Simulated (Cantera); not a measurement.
What does this Cantera script print?

```python
import numpy as np
import cantera as ct

gas_names = [...]  # 113 gases of nasa_gas.yaml made of C, H, O, Ti
cond_names = """
    C(gr) C6H6(L) C7H8(L) C8H18(L),n-octa H2O(s) H2O(L) Ti(a) Ti(b) Ti(L) TiC(s) TiC(L) TiO(a) TiO(b)
    TiO(L) TiO2(ru) TiO2(L) Ti2O3(a) Ti2O3(b) Ti2O3(L) Ti3O5(a) Ti3O5(b) Ti3O5(L) Ti4O7(s) Ti4O7(L)
""".split()


# ... load() reads the species with a 1 bar reference pressure and builds the phases ...
atoms = {
    'Ti(OiPr)4': {'Ti': 1, 'C': 12, 'H': 28, 'O': 4},
    'O2': {'O': 2},
    'H2': {'H': 2},
}
top_T = {'C(gr)': 4500}  # K; cautious upper limits of use, not melting points


# ... equilibrate(T, P, feed) seeds the gas with the atoms and calls Mixture.equilibrate('TP', solver="vcs", rtol=1e-11, max_steps=5000) ...
results = []
feed = {'Ti(OiPr)4': 1, 'O2': 0.38, 'H2': 1.3}  # mol
P = 89000  # Pa
for T in [1700, 1750, 1800, 1850, 1900, 1950, 2000, 2050, 2100, 2150]:
    mix = equilibrate(T, P, feed)
    results.append((T, P, feed, dict(zip(mix.species_names, mix.species_moles))))
    x = sorted(zip(gas.X, gas.species_names), reverse=True)
    print(f"T = {T:g} K  P = {P:g} Pa  gas = {mix.phase_moles(0):.4g} mol")
    print("   x: " + "  ".join(f"{s} {v:.3e}" for v, s in x if v > 1e-05))
    print("   condensed (mol): " + ("  ".join(f"{mix.phase(i).name} {mix.phase_moles(i):.4g}"
          for i in range(1, mix.n_phases) if mix.phase_moles(i) > 1e-12) or "none"))
```

Result:

```
T = 1700 K  P = 89000 Pa  gas = 20.05 mol
   x: H2 7.618e-01  CO 2.373e-01  CH4 5.658e-04  H 1.363e-04  H2O 7.765e-05  C2H2,acetylene 5.592e-05
   condensed (mol): C(gr) 6.228  TiC(s) 1
T = 1750 K  P = 89000 Pa  gas = 20.05 mol
   x: H2 7.618e-01  CO 2.373e-01  CH4 4.717e-04  H 2.152e-04  C2H2,acetylene 8.754e-05  H2O 5.922e-05
   condensed (mol): C(gr) 6.228  TiC(s) 1
T = 1800 K  P = 89000 Pa  gas = 20.05 mol
   x: H2 7.618e-01  CO 2.373e-01  CH4 3.974e-04  H 3.313e-04  C2H2,acetylene 1.336e-04  H2O 4.587e-05
   condensed (mol): C(gr) 6.228  TiC(s) 1
T = 1850 K  P = 89000 Pa  gas = 20.06 mol
   x: H2 7.616e-01  CO 2.373e-01  H 4.984e-04  CH4 3.380e-04  C2H2,acetylene 1.992e-04  H2O 3.604e-05
   condensed (mol): C(gr) 6.226  TiC(s) 1
T = 1900 K  P = 89000 Pa  gas = 20.06 mol
   x: H2 7.614e-01  CO 2.372e-01  H 7.340e-04  C2H2,acetylene 2.907e-04  CH4 2.900e-04  H2O 2.868e-05
   condensed (mol): C(gr) 6.223  TiC(s) 1
T = 1950 K  P = 89000 Pa  gas = 20.06 mol
   x: H2 7.610e-01  CO 2.372e-01  H 1.060e-03  C2H2,acetylene 4.159e-04  CH4 2.508e-04  H2O 2.310e-05
   condensed (mol): C(gr) 6.219  TiC(s) 1
T = 2000 K  P = 89000 Pa  gas = 20.07 mol
   x: H2 7.605e-01  CO 2.371e-01  H 1.503e-03  C2H2,acetylene 5.842e-04  CH4 2.185e-04  H2O 1.881e-05
   condensed (mol): C(gr) 6.212  TiC(s) 1
T = 2050 K  P = 89000 Pa  gas = 20.08 mol
   x: H2 7.598e-01  CO 2.371e-01  H 2.096e-03  C2H2,acetylene 8.067e-04  CH4 1.916e-04  H2O 1.548e-05  CH3 1.039e-05
   condensed (mol): C(gr) 6.204  TiC(s) 1
T = 2100 K  P = 89000 Pa  gas = 20.09 mol
   x: H2 7.588e-01  CO 2.370e-01  H 2.877e-03  C2H2,acetylene 1.096e-03  CH4 1.691e-04  H2O 1.285e-05  CH3 1.250e-05
   condensed (mol): C(gr) 6.192  TiC(s) 1
T = 2150 K  P = 89000 Pa  gas = 20.1 mol
   x: H2 7.576e-01  CO 2.369e-01  H 3.891e-03  C2H2,acetylene 1.468e-03  CH4 1.500e-04  CH3 1.489e-05  H2O 1.076e-05
   condensed (mol): C(gr) 6.178  TiC(s) 1
```

Equilibrium computed with Cantera from the NASA thermochemical tables; the gas is ideal and each condensed phase is pure. The feed counts by its element totals alone. TiC: taken at fixed stoichiometry.
